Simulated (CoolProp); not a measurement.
Vapour pressure (kPa) of methanol: the reference equation beside estimates from Tc = 513.4 K, pc = 8216 kPa, ω = 0.565. Clausius-Clapeyron is anchored at 417.7 K with a constant enthalpy of vaporisation of 28.25 kJ/mol.

Computed with CoolProp (reference Helmholtz-energy equation of state, de Reuck 1993).

```csv
T (K),reference,Lee-Kesler,Clausius-Clapeyron,van der Waals,Soave-Redlich-Kwong,Peng-Robinson
343.1,125.2,121.2,208.2,1295,121.2,124.7
361.7,243.6,242.9,346.5,1702,243.0,246.7
380.4,442.3,448.4,549.8,2188,449.7,451.9
399,753.1,768.8,833.8,2752,773.9,772.1
417.7,1221,1246,1221,3404,1260,1251
436.3,1889,1920,1727,4142,1950,1931
455,2821,2849,2378,4976,2903,2873
473.7,4069,4095,3194,5908,4174,4136
492.3,5701,5733,4188,6932,5816,5781
```

Absolute difference from the reference over all 9 rows, mean and median: Lee-Kesler 1.4 and 1.4 %, Clausius-Clapeyron 24.0 and 21.5 %, van der Waals 292.7 and 178.8 %, Soave-Redlich-Kwong 2.4 and 2.8 %, Peng-Robinson 1.8 and 1.8 %.
